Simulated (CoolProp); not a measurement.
m-xylene at several states: Z from the reference equation and from simpler models built on Tc = 616.9 K, pc = 35.35 bar, ω = 0.326; each cubic takes its own stable root.

Values from CoolProp's reference Helmholtz-energy equation of state, Zhou 2012.

```csv
T (K),p (bar),phase,reference,van der Waals,Redlich-Kwong,Peng-Robinson
536.5,5.46,gas,0.9036,0.9320,0.9166,0.9034
400.6,4.43,liquid,0.01840,0.8865,0.02216,0.01873
315.8,80.9,liquid,[?],[?],[?],[?]
```

**Question.** What belongs in the gaps?

**Answer.** 
- 315.8, reference: 0.3844
- 315.8, van der Waals: 0.6665
- 315.8, Redlich-Kwong: 0.4560
- 315.8, Peng-Robinson: 0.3960

At some of these states van der Waals gives the other phase, because its saturation line lies elsewhere.
